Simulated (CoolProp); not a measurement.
Vapour-liquid equilibrium of methanol (1) + hexamethyldisiloxane (MM) (2) at 321.6 K; x and y are mole fractions of (1).

Computed with CoolProp (multi-fluid Helmholtz-energy mixture model, de Reuck 1993 and Thol 2016; pair parameters Bell 2016).

Give the bubble pressure and the first vapour's composition at x = 0.5, 0.725, 0.95. Is there an azeotrope?

x = 0.5: 0.5186 bar, y = 0.778; x = 0.725: 0.5357 bar, y = 0.807; x = 0.95: 0.5322 bar, y = 0.932. y crosses x between x = 0.8 and 0.875: the model has an azeotrope there.

Pair parameters are fitted to limited data, so mixtures are less certain than the pure fluids. With so large a gap from Raoult's law the liquid may split in two, which this calculation doesn't test in full.
